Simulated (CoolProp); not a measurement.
Properties of octamethylcyclotetrasiloxane (D4) at several states.

Values from CoolProp's reference Helmholtz-energy equation of state, Thol 2015.

| T (K) | p (kPa) | phase | Z | isothermal compressibility (1/MPa) | expansivity (1/kK) | fugacity coefficient |
|---|---|---|---|---|---|---|
| 430.1 | 729 | liquid | 0.07615 | 0.005352 | 1.655 | ? |
| 433 | 1500 | liquid | 0.1558 | ? | ? | 0.04867 |
| 485 | 56.1 | gas | ? | 18.40 | 2.310 | 0.9703 |
| 365.2 | 90.7 | liquid | 0.01015 | 0.002761 | 1.370 | 0.06880 |
| 298 | 101 | liquid | 0.01271 | 0.001520 | 1.199 | 0.001332 |

Task: Fill in the missing entries.

Result: 
- 430.1, fugacity coefficient: 0.08551
- 433, isothermal compressibility (1/MPa): 0.005268
- 433, expansivity (1/kK): 1.625
- 485, Z: 0.9694
